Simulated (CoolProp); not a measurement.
R113 along the isotherm 500 K: fugacity coefficient from the reference equation and from simpler models built on Tc = 487.2 K, pc = 3.392 MPa, ω = 0.253; each cubic takes its own stable root.

Model: reference Helmholtz-energy equation of state, Marx 1992, in CoolProp.

```
p (MPa)          phase  reference  van der Waals  Redlich-Kwong
-------  -------------  ---------  -------------  -------------
0.0161             gas     0.9985         0.9987         0.9985
0.0236             gas     0.9979         0.9981         0.9978
0.0347             gas     0.9968         0.9971         0.9968
0.0509             gas     0.9954         0.9958         0.9953
0.0747             gas     0.9932         0.9939         0.9930
0.11               gas     0.9900         0.9910         0.9898
0.161              gas     0.9854         0.9868         0.9850
0.236              gas     0.9786         0.9806         0.9781
0.347              gas     0.9686         0.9716            [?]
0.509              gas     0.9541            [?]            [?]
0.747              gas        [?]         0.9389            [?]
1.1                gas     0.9015         0.9102         0.8994
1.61               gas     0.8567         0.8687         0.8539
2.36               gas        [?]         0.8073         0.7877
3.47     supercritical        [?]         0.7116         0.6882
5.09     supercritical        [?]         0.5603         0.5382
```

Question: What belongs in the gaps?

Answer: 
- 0.347, Redlich-Kwong: 0.9679
- 0.509, van der Waals: 0.9583
- 0.509, Redlich-Kwong: 0.9530
- 0.747, reference: 0.9328
- 0.747, Redlich-Kwong: 0.9313
- 2.36, reference: 0.7912
- 3.47, reference: 0.6924
- 5.09, reference: 0.5377
